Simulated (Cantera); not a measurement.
Cantera run:

```python
import numpy as np
import cantera as ct

gas_names = """
    N N2 Si SiN Si2 Si2N Si3
""".split()
cond_names = """
    Si(cr) Si(L) Si3N4(a)
""".split()


# ... load() reads the species with a 1 bar reference pressure and builds the phases ...
atoms = {
    'Si3N4': {'Si': 3, 'N': 4},
    'N2': {'N': 2},
}
top_T = {'Si3N4(a)': 2400}  # K; cautious upper limits of use, not melting points


# ... equilibrate(T, P, feed) seeds the gas with the atoms and calls Mixture.equilibrate('TP', solver="vcs", rtol=1e-11, max_steps=5000) ...
results = []
feed = {'Si3N4': 1, 'N2': 6.9}  # mol
P = 89  # Pa
for T in [1648, 1748, 1848, 1948, 2048, 2148, 2248, 2348, 2448, 2548, 2648, 2748, 2848, 2948]:
    mix = equilibrate(T, P, feed)
    results.append((T, P, feed, dict(zip(mix.species_names, mix.species_moles))))
    x = sorted(zip(gas.X, gas.species_names), reverse=True)
    print(f"T = {T:g} K  P = {P:g} Pa  gas = {mix.phase_moles(0):.4g} mol")
    print("   x: " + "  ".join(f"{s} {v:.3e}" for v, s in x if v > 0.0001))
    print("   condensed (mol): " + ("  ".join(f"{mix.phase(i).name} {mix.phase_moles(i):.4g}"
          for i in range(1, mix.n_phases) if mix.phase_moles(i) > 1e-12) or "none"))
```

Result:

```
T = 1648 K  P = 89 Pa  gas = 6.903 mol
   x: N2 9.997e-01  Si 2.390e-04
   condensed (mol): Si3N4(a) 0.9994
T = 1748 K  P = 89 Pa  gas = 8.915 mol
   x: N2 9.983e-01  Si 1.635e-03
   condensed (mol): Si(L) 2.984
T = 1848 K  P = 89 Pa  gas = 8.965 mol
   x: N2 9.927e-01  Si 7.048e-03  Si2N 1.234e-04
   condensed (mol): Si(L) 2.933
T = 1948 K  P = 89 Pa  gas = 9.144 mol
   x: N2 9.731e-01  Si 2.610e-02  Si2N 3.134e-04  Si2 2.378e-04  SiN 2.271e-04
   condensed (mol): Si(L) 2.748
T = 2048 K  P = 89 Pa  gas = 9.745 mol
   x: N2 9.126e-01  Si 8.491e-02  Si2 9.853e-04  Si2N 7.080e-04  SiN 5.633e-04  Si3 2.064e-04
   condensed (mol): Si(L) 2.128
T = 2148 K  P = 89 Pa  gas = 11.81 mol
   x: N2 7.521e-01  Si 2.413e-01  Si2 3.399e-03  Si2N 1.318e-03  SiN 1.171e-03  Si3 6.636e-04
   condensed (mol): none
T = 2248 K  P = 89 Pa  gas = 11.86 mol
   x: N2 7.494e-01  Si 2.474e-01  Si2 1.645e-03  SiN 9.838e-04  Si2N 3.962e-04  Si3 1.192e-04
   condensed (mol): none
T = 2348 K  P = 89 Pa  gas = 11.88 mol
   x: N2 7.485e-01  Si 2.497e-01  SiN 8.290e-04  Si2 8.237e-04  Si2N 1.285e-04
   condensed (mol): none
T = 2448 K  P = 89 Pa  gas = 11.89 mol
   x: N2 7.482e-01  Si 2.506e-01  SiN 7.058e-04  Si2 4.324e-04
   condensed (mol): none
T = 2548 K  P = 89 Pa  gas = 11.89 mol
   x: N2 7.480e-01  Si 2.511e-01  SiN 6.078e-04  Si2 2.379e-04
   condensed (mol): none
T = 2648 K  P = 89 Pa  gas = 11.9 mol
   x: N2 7.479e-01  Si 2.514e-01  SiN 5.293e-04  Si2 1.366e-04
   condensed (mol): none
T = 2748 K  P = 89 Pa  gas = 11.9 mol
   x: N2 7.478e-01  Si 2.515e-01  SiN 4.656e-04
   condensed (mol): none
T = 2848 K  P = 89 Pa  gas = 11.9 mol
   x: N2 7.478e-01  Si 2.516e-01  SiN 4.134e-04  N 1.438e-04
   condensed (mol): none
T = 2948 K  P = 89 Pa  gas = 11.9 mol
   x: N2 7.476e-01  Si 2.517e-01  SiN 3.701e-04  N 2.869e-04
   condensed (mol): none
```

Equilibrium computed with Cantera from the NASA thermochemical tables; the gas is ideal and each condensed phase is pure. The tables' values for SiN are old estimates; treat these amounts as uncertain.
